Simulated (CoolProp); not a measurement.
Properties of R1224YDZ along the isotherm -31.25 °C (Tc = 155.5 °C, pc = 33.34 bar, ω = 0.325).

Values from CoolProp's reference Helmholtz-energy equation of state, Akasaka 2023.

```
p (bar)   phase  density (kg/m³)  cp (kJ/(kg K))  Joule-Thomson coefficient (K/MPa)
-------  ------  ---------------  --------------  ---------------------------------
1.19     liquid             1505               ?                                  ?
2.38     liquid             1505           1.055                            -0.3826
3.57     liquid             1505           1.055                            -0.3829
4.76     liquid             1506           1.055                            -0.3831
5.95     liquid             1506           1.055                            -0.3834
7.14     liquid             1506           1.055                            -0.3837
8.34     liquid             1506           1.055                                  ?
9.53     liquid             1506           1.055                                  ?
10.7     liquid             1507           1.055                            -0.3844
11.9     liquid             1507           1.054                                  ?
13.1     liquid             1507           1.054                            -0.3849
14.3     liquid             1507           1.054                                  ?
15.5     liquid             1508           1.054                                  ?
16.7     liquid             1508           1.054                                  ?
```

Problem. What belongs in the gaps?

Solution. 
- 1.19, cp (kJ/(kg K)): 1.056
- 1.19, Joule-Thomson coefficient (K/MPa): -0.3824
- 8.34, Joule-Thomson coefficient (K/MPa): -0.3839
- 9.53, Joule-Thomson coefficient (K/MPa): -0.3842
- 11.9, Joule-Thomson coefficient (K/MPa): -0.3847
- 14.3, Joule-Thomson coefficient (K/MPa): -0.3852
- 15.5, Joule-Thomson coefficient (K/MPa): -0.3854
- 16.7, Joule-Thomson coefficient (K/MPa): -0.3857
